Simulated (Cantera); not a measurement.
Feed: 1 mol NF3, 0.042 mol SO2, equilibrated at 0.220 bar.

These are equilibrium values from Cantera (NASA tables, ideal gas, pure condensed phases), not measurements of a reactor. Candidate condensed phases: S; 63 gas species. Ions and electrons are included (thermal ionisation). Kinetics and transport are ignored.

**Question.** At 4500 K, list the 4 most abundant gas species with their mole fractions, and the condensed phases.

**Answer.** F 0.825, N2 0.134, O 0.0226, S 0.0115. Condensed: gas only.
